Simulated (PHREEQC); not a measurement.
Metal-bearing waste water: speciation

Solution (65 °C): 0.033 mol CuSO4, 0.079 mol NaF and 0.0017 mol Na2SO4 per kg of water. Closed to the air; pH follows from the charge balance.

Model: ion-association model, wateq4f.dat, run in PHREEQC.

Each row changes one thing in this solution. Precipitation was switched off in this run.

```json
[
 {"case": "as made", "pH": "4.98", "ionic strength (mol/kgw)": "0.156", "Na+ (mol/kgw)": "0.0776", "F- (mol/kgw)": "0.0671", "SO4-2 (mol/kgw)": "0.0231", "NaSO4- (mol/kgw)": "0.00328", "SI of Mirabilite (Na2SO4:10H2O)": "-5.20"},
 {"case": "diluted 10-fold with water", "pH": "5.13", "ionic strength (mol/kgw)": "0.0184", "Na+ (mol/kgw)": "0.00813", "F- (mol/kgw)": "___", "SO4-2 (mol/kgw)": "0.00282", "NaSO4- (mol/kgw)": "8.16e-5", "SI of Mirabilite (Na2SO4:10H2O)": "-7.63"},
 {"case": "NaF from 0.079 to 0.0711 mol/kgw", "pH": "4.96", "ionic strength (mol/kgw)": "0.149", "Na+ (mol/kgw)": "0.0702", "F- (mol/kgw)": "0.0603", "SO4-2 (mol/kgw)": "0.0230", "NaSO4- (mol/kgw)": "0.00301", "SI of Mirabilite (Na2SO4:10H2O)": "-5.27"},
 {"case": "CuSO4 left out", "pH": "7.60", "ionic strength (mol/kgw)": "___", "Na+ (mol/kgw)": "0.0801", "F- (mol/kgw)": "0.0769", "SO4-2 (mol/kgw)": "0.00144", "NaSO4- (mol/kgw)": "0.000265", "SI of Mirabilite (Na2SO4:10H2O)": "-6.23"},
 {"case": "CuSO4 from 0.033 to 0.0297 mol/kgw", "pH": "___", "ionic strength (mol/kgw)": "0.149", "Na+ (mol/kgw)": "___", "F- (mol/kgw)": "0.0678", "SO4-2 (mol/kgw)": "0.0212", "NaSO4- (mol/kgw)": "0.00307", "SI of Mirabilite (Na2SO4:10H2O)": "-5.22"},
 {"case": "NaF from 0.079 to 0.0158 mol/kgw", "pH": "4.66", "ionic strength (mol/kgw)": "0.0952", "Na+ (mol/kgw)": "0.0183", "F- (mol/kgw)": "___", "SO4-2 (mol/kgw)": "0.0212", "NaSO4- (mol/kgw)": "0.000847", "SI of Mirabilite (Na2SO4:10H2O)": "-6.37"}
]
```

**Question.** Some entries are withheld; supply them.

**Answer.** 
- diluted 10-fold with water, F- (mol/kgw): 0.00746
- CuSO4 left out, ionic strength (mol/kgw): 0.0815
- CuSO4 from 0.033 to 0.0297 mol/kgw, pH: 5.01
- CuSO4 from 0.033 to 0.0297 mol/kgw, Na+ (mol/kgw): 0.0778
- NaF from 0.079 to 0.0158 mol/kgw, F- (mol/kgw): 0.0129

Some of these states are supersaturated (in Cu(OH)2, Tenorite (slow to form), for instance). Away from 25 °C the constants follow the database's enthalpies or fits; those with neither stay at their 25 °C values.
